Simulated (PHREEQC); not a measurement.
Dissolve 0.32 mmol/kgw Ca(OH)2, 0.21 mmol/kgw Ca(NO3)2 and 1.1 mmol/kgw Na2SiF6 at 25 °C. Closed to the air; pH follows from the charge balance.

Equilibrium calculation in PHREEQC: ion-association model, phreeqc.dat.

The ionic strength comes out as 0.00476 mol/kgw. What activity coefficients do F-, Na+, Ca+2, H+, NO3- get?

F- 0.93, Na+ 0.93, Ca+2 0.75, H+ 0.94, NO3- 0.93.

No solid was allowed to form. Examples of supersaturated solids here: Fluorite, Quartz (slow to form). Others may be too. SiF6-2 is the database's only silicon fluoride.
